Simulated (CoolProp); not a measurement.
Propylene glycol along the isobar 8390 kPa: fugacity coefficient from the reference equation and from simpler models built on Tc = 400.8 °C, pc = 7292 kPa, ω = 0.327; each cubic takes its own stable root.

Computed with CoolProp (reference Helmholtz-energy equation of state, Eisenbach 2021).

```json
[
 {"T (°C)": "-16.75", "phase": "liquid", "reference": "3.232e-8"},
 {"T (°C)": "13.95", "phase": "liquid", "reference": "9.702e-7"},
 {"T (°C)": "44.65", "phase": "liquid", "reference": "1.358e-5"},
 {"T (°C)": "75.25", "phase": "liquid", "reference": "0.0001092"},
 {"T (°C)": "105.95", "phase": "liquid", "reference": "0.0005898"},
 {"T (°C)": "136.65", "phase": "liquid", "reference": "0.002343"},
 {"T (°C)": "167.35", "phase": "liquid", "reference": "0.007337"},
 {"T (°C)": "197.95", "phase": "liquid", "reference": "0.01898"},
 {"T (°C)": "228.65", "phase": "liquid", "reference": "0.04236"},
 {"T (°C)": "259.35", "phase": "liquid", "reference": "0.08350"},
 {"T (°C)": "290.05", "phase": "liquid", "reference": "0.1484"}
]
```

Problem. How far does each simpler model (van der Waals, Redlich-Kwong, Soave-Redlich-Kwong) lie from the reference over these 11 states: mean and median of the absolute difference, and the worst?

Solution. 
- van der Waals: mean 1376442.5 %, median 4096.8 %, worst +13799405.0 % at -16.75 °C and 8390 kPa
- Redlich-Kwong: mean 9811.0 %, median 935.9 %, worst +71775.0 % at -16.75 °C and 8390 kPa
- Soave-Redlich-Kwong: mean 1286.3 %, median 308.9 %, worst +7594.9 % at -16.75 °C and 8390 kPa
